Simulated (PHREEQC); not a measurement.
A PHREEQC input (ion-association model, phreeqc.dat):

```
SOLUTION 1
  temp 20
  units mg/L
  pH 7.5 charge
  pe 12
  Na 37.5
  K 0.0257
  Ca 32.9
  Mg 12.1
  Cl 65.7
  S(6) 30.5 as SO4
  Alkalinity 109 as HCO3
  Li 0.00663
END
USE solution 1
EQUILIBRIUM_PHASES 1
  CO2(g) -2.5 10
END
```

It stops with these messages:

```
ERROR: pH adustment cannot attain charge balance when alkalinity is fixed.
ERROR: Program terminating due to input errors.
```

The fault: pH asked from the charge balance while alkalinity is fixed. The line should read `pH 7.5` where the input has `pH 7.5 charge`. With the mend the run ends at pH 7.50 and ionic strength 0.00572 mol/kgw.
